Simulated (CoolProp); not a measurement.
Vapour-liquid equilibrium of R125 (1) + cyclopropane (2) at 291.6 K; x and y are mole fractions of (1).

Values from CoolProp's multi-fluid Helmholtz-energy mixture model, Lemmon 2005 and Polt 1992; pair parameters Bell 2016. This equation is an older, rougher fit; its heat capacities, sound speeds and derivatives of the liquid may be far off and weren't checked against measurements.

```tsv
x	bubble pressure, mixture model (kPa)	bubble pressure, Raoult's law (kPa)	y, mixture model	y, Raoult's law
0.05	730.1	632.1	0.190	0.091
0.2	963.9	714.7	0.435	0.323
0.35	1081	797.3	0.540	0.507
0.5	(withheld)	879.9	(withheld)	0.656
0.65	1190	962.4	0.695	0.780
0.8	1203	1045	0.796	0.884
0.95	1176	1128	(withheld)	0.973
```

Task: Complete the blanks.

Result: 
- 0.5, bubble pressure, mixture model (kPa): 1149
- 0.5, y, mixture model: 0.616
- 0.95, y, mixture model: 0.939

The largest gap from Raoult's law is +35.6 % in bubble pressure, at x = 0.35. y crosses x between x = 0.65 and 0.8: the model has an azeotrope there.

Pair parameters are fitted to limited data, so mixtures are less certain than the pure fluids.
